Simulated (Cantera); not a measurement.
Input (Python, Cantera) and output of one run.

```python
import numpy as np
import cantera as ct

gas_names = """
    H HO2 H2 H2O H2O2 Hg O OH O2 O3
""".split()
cond_names = """
    H2O(s) H2O(L) Hg(cr) Hg(L) HgO(s)
""".split()


# ... load() reads the species with a 1 bar reference pressure and builds the phases ...
atoms = {
    'HgO': {'Hg': 1, 'O': 1},
    'O2': {'O': 2},
    'H2': {'H': 2},
}
top_T = {}  # K; cautious upper limits of use, not melting points


# ... equilibrate(T, P, feed) seeds the gas with the atoms and calls Mixture.equilibrate('TP', solver="vcs", rtol=1e-11, max_steps=5000) ...
results = []
feed = {'HgO': 1, 'O2': 0.014, 'H2': 0.27}  # mol
T = 573  # K
P = 10000  # Pa
mix = equilibrate(T, P, feed)
results.append((T, P, feed, dict(zip(mix.species_names, mix.species_moles))))
print(gas.report(threshold=1e-05))
for i in range(1, mix.n_phases):
    print(f"{mix.phase(i).name:16s} {mix.phase_moles(i):12.5e} mol")
```

It prints:

```
       temperature   573 K
          pressure   10000 Pa
           density   0.21951 kg/m^3
  mean mol. weight   104.58 kg/kmol
   phase of matter   gas

                          1 kg             1 kmol
                     ---------------   ---------------
          enthalpy       -8.5929e+05       -8.9864e+07  J
   internal energy       -9.0485e+05       -9.4628e+07  J
           entropy            2157.3        2.2561e+05  J/K
    Gibbs function       -2.0954e+06       -2.1914e+08  J
 heat capacity c_p            275.25             28786  J/K
 heat capacity c_v            195.75             20471  J/K

                      mass frac. Y      mole frac. X     chem. pot. / RT
                     ---------------   ---------------   ---------------
               H2O          0.090233           0.52381           -77.132
                Hg           0.90908           0.47396           -11.644
                O2          0.000683         0.0022323           -33.707
     [   +7 minor]        1.2768e-14        7.6395e-14

H2O(L)            0.00000e+00 mol
Hg(L)             0.00000e+00 mol
HgO(s)            7.55699e-01 mol
```

Method: chemical equilibrium by Gibbs-energy minimisation in Cantera with the NASA 1993 tables (ideal gas, pure condensed phases).
